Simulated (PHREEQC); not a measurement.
PHREEQC input (ion-association model, wateq4f.dat):

```
SOLUTION_MASTER_SPECIES
  An  An-  0  An  62.0  # stands for a non-complexing anion
SOLUTION_SPECIES
  An- = An-
    -log_k 0
    -gamma 3.0 0
  SO4-2 + 10H+ + 8e- = H2S + 4H2O  # shut off: sulfate is not reduced
    -log_k -100
    -delta_h 0
    -analytic -100
PHASES
  Fix_H+
    H+ = H+
    -log_k 0
SOLUTION 1
  temp 25
  units mmol/kgw
  pH 7 charge
  S(6) 0.039
  Ag 0.078
  Cl 0.28
  Mn(2) 0.14
  Na 1
  An 1
END
SELECTED_OUTPUT 1
  -reset false
  -pH true
  -pe true
  -ionic_strength true
  -water true
  -totals Ag Cl Mn Na S Mn(2) Mn(3) Mn(6) Mn(7) S(-2)
    S(6)
  -molalities Hfo_wOH Hfo_wOH2+ Hfo_wO- Hfo_sOH Hfo_sOH2+ Hfo_sO- Hfo_sOMn+ Hfo_wOMn+ Hfo_wSO4- Hfo_wOHSO4-2
    Hfo_sOAg Hfo_wOAg
  -saturation_indices Pyrochroite Cerargyrite Ag2O Ag2SO4 Halite Mirabilite
USER_PUNCH 1
  -headings sigma psi
  10 PUNCH EDL("sigma", "Hfo"), EDL("psi", "Hfo")
PRINT
  -reset false
USE solution 1
SURFACE 1
  Hfo_wOH 0.00853933 600 3.8
  Hfo_sOH 0.000213483
EQUILIBRIUM_PHASES 1
  Fix_H+ -4 HAn 10
    -force_equality true
END
# ... the last block is repeated for the other 12 points of pH, with NaOH or the acid as the point needs
```

Selected output (columns that matter, 10 of 13 rows; pH added in front):

```
pH	mu	Ag	Cl	Mn	Na	S	m_Hfo_wOH	si_Pyrochroite	si_Cerargyrite	si_Ag2O	si_Halite	si_Mirabilite	sigma	psi
4	0.0035048	7.692e-05	0.00028	0.00013998	0.001	2.6861e-10	0.004449	-11.162	1.8332	-13.174	-8.2294	-14.635	0.16296	0.19777
4.67	0.0025781	7.206e-05	0.00028	0.00013969	0.001	1.2686e-09	0.0057098	-9.8094	1.8114	-11.889	-8.22	-13.937	0.091982	0.1763
6	0.0016006	3.4104e-05	0.00028	0.00010217	0.001	1.1491e-07	0.0064614	-7.2668	1.506	-9.8876	-8.1914	-11.949	0.022848	0.11747
6.67	0.0012292	2.0496e-05	0.00028	3.2376e-05	0.001	1.6282e-06	0.0065091	-6.4173	1.2927	-8.993	-8.1798	-10.78	0.009859	0.082636
7.33	0.0012803	9.2377e-06	0.00028	3.5548e-06	0.0011962	1.6797e-05	0.0065177	-6.059	0.95	-8.3696	-8.0968	-9.6116	0.0042856	0.046042
8.67	0.0014338	5.7385e-07	0.00028	1.0187e-08	0.001428	3.8869e-05	0.0065218	-5.931	-0.2553	-8.1073	-8.0173	-9.0993	-0.0027909	-0.030465
9.33	0.0015127	1.2761e-07	0.00028	5.4438e-10	0.001568	3.8993e-05	0.0065092	-5.9008	-0.9091	-8.0945	-7.9774	-9.0197	-0.0079497	-0.06793
10	0.0017166	2.7703e-08	0.00028	3.3393e-11	0.0018937	3.8999e-05	0.0064676	-5.8446	-1.5762	-8.0865	-7.8977	-8.8632	-0.018235	-0.10444
11.33	0.0048137	1.7517e-09	0.00027999	9.8738e-13	0.0058872	3.8998e-05	0.0056046	-5.4158	-2.8563	-7.9615	-7.4298	-7.9568	-0.094028	-0.16144
12	0.015169	1.2395e-09	0.00027997	1.4955e-12	0.017553	3.8996e-05	0.0034369	-4.7107	-3.336	-7.5369	-6.9983	-7.147	-0.20475	-0.1719
```

Along this series the solution becomes supersaturated in solids that the run did not let form, among them Cerargyrite. Complexes and solids missing from the database can't appear.
